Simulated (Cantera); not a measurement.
A closed system holds: 1 mol SiH2Cl2, 0.81 mol C3H8, 540 mol H2, 0.031 mol CH4, at 38000 Pa.

Method: chemical equilibrium by Gibbs-energy minimisation in Cantera with the NASA 1993 tables (ideal gas, pure condensed phases). Candidate condensed phases: C, C6H6, C7H8, C8H18, Si, SiC; 109 gas species. The numbers say what is thermodynamically allowed, not how fast it happens.

Over these rows the condensed part is C(graphite) + SiC(s). Partial pressures as log10 of bar:

```
T (K)  1000/T (1/K)  log p C2H2 (acetylene)  log p H2
-----  ------------  ----------------------  --------
1425         0.7018                   -5.88     -0.42
1475         0.6780                   -5.60     -0.42
1525         0.6557                       ?     -0.42
1575         0.6349                   -5.10     -0.42
1625         0.6154                   -4.87     -0.42
1675         0.5970                   -4.66     -0.42
```

Task: Fit log p(C2H2 (acetylene)) = a + b·(1000/T) to the five rows, give the apparent enthalpy, and predict the row at 1525 K.

Result: Means: 1000/T = 0.6454, log p = -5.222. Sxy = -0.088476, Sxx = 0.0075965, so b = -11.65 and a = -5.222 − (-11.65)×0.6454 = 2.30.
Apparent enthalpy: −19.145 × (-11.65) = 223 kJ/mol. With the condensed phases at unit activity, 2 C(graphite) + H2(g) = C2H2 (acetylene)(g) links this pressure to the main gases: over the six rows their terms move log p by +0.00 in all, so the slope is close to that reaction's ΔH°. The five rows lie within 0.01 of the line.
Prediction at 1525 K: 2.30 + (-11.65)×0.6557 = -5.34. The computed value is -5.34, 0.00 from the line.
